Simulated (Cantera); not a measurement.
Cantera run, input and output.

```python
import numpy as np
import cantera as ct

gas = ct.Solution("gri30.yaml")
gas.TPX = 1200, 1000000, {'CO': 1, 'H2': 0.39, 'O2': 0.348, 'N2': 2.3}
reactor = ct.IdealGasReactor(gas, energy="on", clone=False)
net = ct.ReactorNet([reactor])
net.rtol, net.atol = 1e-08, 1e-16
show = ['CO', 'H2', 'O2', 'H2O2', 'NO']
times = np.geomspace(1e-06, 0.5, 14)

steps = ct.SolutionArray(gas, extra=["t"])
rows = []
print(f"{'t/s':>10s}{'T/K':>9s}{'P/Pa':>11s}" + "".join(f"{s:>11s}" for s in show))
for t in times:
    while net.time < t:
        t_next = net.step()
        steps.append(gas.state, t=t_next)
    rows.append([np.interp(t, steps.t, y) for y in (steps.T, steps.P, *steps(*show).X.T)])
    print(f"{t:10.3e}{rows[-1][0]:9.1f}{rows[-1][1]:11.4g}" + "".join(f"{x:11.3e}" for x in rows[-1][2:]))
rate = np.gradient(steps.T, steps.t)
print("integrator steps:", len(steps.t))
if steps.T.max() > steps.T[0] + 200:
    print(f"time of steepest temperature rise: {steps.t[rate.argmax()]:.4e} s")
gas.TPX = 1200, 1000000, {'CO': 1, 'H2': 0.39, 'O2': 0.348, 'N2': 2.3}
gas.equilibrate("UV")
print(f"equilibrium (UV): T = {gas.T:.1f} K  " + "  ".join(f"{s} {gas[s].X[0]:.3e}" for s in show))
```

It prints:

```
       t/s      T/K       P/Pa         CO         H2         O2       H2O2         NO
 1.000e-06   1200.0      1e+06  2.476e-01  9.658e-02  8.618e-02  5.736e-11  1.309e-18
 2.744e-06   1200.0      1e+06  2.476e-01  9.658e-02  8.618e-02  9.409e-10  1.821e-17
 7.529e-06   1200.0      1e+06  2.476e-01  9.658e-02  8.618e-02  1.938e-08  8.176e-16
 2.066e-05   1203.1  1.002e+06  2.476e-01  9.634e-02  8.592e-02  6.883e-06  5.471e-12
 5.669e-05   2738.4  2.091e+06  1.684e-01  2.015e-02  2.557e-04  6.931e-08  2.171e-04
 1.556e-04   2737.7  2.091e+06  1.685e-01  2.019e-02  2.372e-04  6.574e-08  4.197e-04
 4.269e-04   2734.6  2.088e+06  1.687e-01  2.027e-02  2.296e-04  6.427e-08  7.666e-04
 1.171e-03   2732.8  2.087e+06  1.688e-01  2.032e-02  2.255e-04  6.345e-08  9.645e-04
 3.214e-03   2732.7  2.087e+06  1.688e-01  2.032e-02  2.252e-04  6.341e-08  9.748e-04
 8.819e-03   2732.7  2.087e+06  1.688e-01  2.032e-02  2.252e-04  6.341e-08  9.748e-04
 2.420e-02   2732.7  2.087e+06  1.688e-01  2.032e-02  2.252e-04  6.341e-08  9.748e-04
 6.641e-02   2732.7  2.087e+06  1.688e-01  2.032e-02  2.252e-04  6.341e-08  9.748e-04
 1.822e-01   2732.7  2.087e+06  1.688e-01  2.032e-02  2.252e-04  6.341e-08  9.748e-04
 5.000e-01   2732.7  2.087e+06  1.688e-01  2.032e-02  2.252e-04  6.341e-08  9.748e-04
integrator steps: 1449
time of steepest temperature rise: 3.0932e-05 s
equilibrium (UV): T = 2732.7 K  CO 1.688e-01  H2 2.032e-02  O2 2.252e-04  H2O2 6.341e-08  NO 9.748e-04
```

Cantera simulation using GRI-Mech 3.0 (53 species, 325 reactions); the numbers are that mechanism's predictions, not measurements. The hydrogen kinetics of GRI-Mech 3.0 are dated; newer H2 mechanisms differ, most at raised pressure.
